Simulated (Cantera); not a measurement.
A freely propagating, adiabatic, planar premixed flame of H₂ : O₂ : N₂ = 1 : 0.532 : 1.91 (molar parts), equivalence ratio 0.94, unburnt at 598 K and 100000 Pa; mixture-averaged transport, grid criteria slope 0.08 and curve 0.16, no radiation.

Detailed kinetics in Cantera: the H2/O2 subset of GRI-Mech 3.0, which has no nitrogen chemistry. Burning velocities carry a grid error of a few per cent, more on coarse grids.

Problem. How do the results move with these cheaper or finer settings: unity-Lewis-number transport; multicomponent transport; multicomponent+Soret transport; grid criteria slope 0.5, curve 1; grid criteria slope 0.25, curve 0.5; grid criteria slope 0.03, curve 0.06?

Solution. 
```tsv
setting	laminar burning velocity	thermal thickness	peak x(H₂O₂)	peak x(OH)	grid points
as above	739 cm/s	0.463 mm	1.56e-5	0.0204	140
unity-Lewis-number transport	498 cm/s	0.347 mm	7.47e-6	0.0204	131
multicomponent transport	726 cm/s	0.460 mm	1.57e-5	0.0204	140
multicomponent+Soret transport	688 cm/s	0.454 mm	1.62e-5	0.0203	140
grid criteria slope 0.5, curve 1	1040 cm/s	0.672 mm	1.23e-5	0.0206	47
grid criteria slope 0.25, curve 0.5	792 cm/s	0.509 mm	1.40e-5	0.0204	67
grid criteria slope 0.03, curve 0.06	724 cm/s	0.451 mm	1.61e-5	0.0203	277
```
The base run took roughly 1.4 core-seconds.
Unity Lewis numbers drop preferential diffusion, which matters most where H2 and H carry the flame; Soret adds thermal diffusion.
